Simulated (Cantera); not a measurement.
## Counterflow diffusion flame

A counterflow diffusion flame at 0.480 bar, nozzles 20 mm apart: fuel side CO : H2 = 1 : 0.14 (molar parts) at 475 K, oxidiser side O2 : N2 = 0.25 : 0.75 (molar parts) at 625 K, fuel mass flux 1.1 times the oxidiser's; mixture-averaged transport, no radiation.

Detailed kinetics in Cantera: GRI-Mech 3.0 (53 species, 325 reactions). The maximum strain rate includes the flame's own expansion and is several times the mean.

```json
[
 {"oxidiser flux (kg/m²/s)": "0.29", "max strain (1/s)": "373", "mean strain (1/s)": "107", "T max (K)": "2011", "peak x OH": "0.00977", "peak x H": "0.0175", "peak x NO": "8.34e-5", "peak x CO": "0.885"},
 {"oxidiser flux (kg/m²/s)": "0.4", "max strain (1/s)": "501", "mean strain (1/s)": "148", "T max (K)": "1956", "peak x OH": "0.00942", "peak x H": "0.0194", "peak x NO": "6.51e-5", "peak x CO": "0.885"},
 {"oxidiser flux (kg/m²/s)": "0.55", "max strain (1/s)": "671", "mean strain (1/s)": "203", "T max (K)": "1902", "peak x OH": "0.00903", "peak x H": "0.0214", "peak x NO": "5.26e-5", "peak x CO": "0.885"},
 {"oxidiser flux (kg/m²/s)": "0.76", "max strain (1/s)": "904", "mean strain (1/s)": "280", "T max (K)": "1845", "peak x OH": "0.00848", "peak x H": "0.0234", "peak x NO": "4.33e-5", "peak x CO": "0.884"},
 {"oxidiser flux (kg/m²/s)": "1.1", "max strain (1/s)": "1270", "mean strain (1/s)": "406", "T max (K)": "1777", "peak x OH": "0.00781", "peak x H": "0.0256", "peak x NO": "3.48e-5", "peak x CO": "0.884"},
 {"oxidiser flux (kg/m²/s)": "1.5", "max strain (1/s)": "1700", "mean strain (1/s)": "553", "T max (K)": "1718", "peak x OH": "0.00717", "peak x H": "0.0272", "peak x NO": "2.85e-5", "peak x CO": "0.884"},
 {"oxidiser flux (kg/m²/s)": "2", "max strain (1/s)": "2230", "mean strain (1/s)": "738", "T max (K)": "1662", "peak x OH": "0.00657", "peak x H": "0.0283", "peak x NO": "2.31e-5", "peak x CO": "0.883"},
 {"oxidiser flux (kg/m²/s)": "2.8", "max strain (1/s)": "3040", "mean strain (1/s)": "1030", "T max (K)": "1590", "peak x OH": "0.00576", "peak x H": "0.0287", "peak x NO": "1.68e-5", "peak x CO": "0.883"},
 {"oxidiser flux (kg/m²/s)": "3.9", "max strain (1/s)": "4130", "mean strain (1/s)": "1440", "T max (K)": "1506", "peak x OH": "0.00478", "peak x H": "0.0274", "peak x NO": "1.08e-5", "peak x CO": "0.883"}
]
```
x: mole fraction; the columns are a selection and need not sum to one.
